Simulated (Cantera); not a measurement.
# Ignition delay

Mixture: CH4 : H2 : O2 : N2 = 1 : 0.032 : 3.15 : 11.8 (molar parts), equivalence ratio 0.64, at 10.0 bar, adiabatic and at constant pressure. Ignition delay is the time to a rise of 400 K.

Cantera simulation using GRI-Mech 3.0 (53 species, 325 reactions); the numbers are that mechanism's predictions, not measurements. Below about 1000 K GRI-Mech 3.0 lacks low-temperature oxidation paths. Below about 950 K walls govern HO2 and H2O2 in real vessels.

```
T0 (K)  delay (ms)
------  ----------
900            273
975           55.7
1050          16.3
1125          6.14
1200          2.62
1275          1.18
1350         0.553
```

```json
{
 "apparent activation energy between 1200 and 1350 K": "140 kJ/mol"
}
```
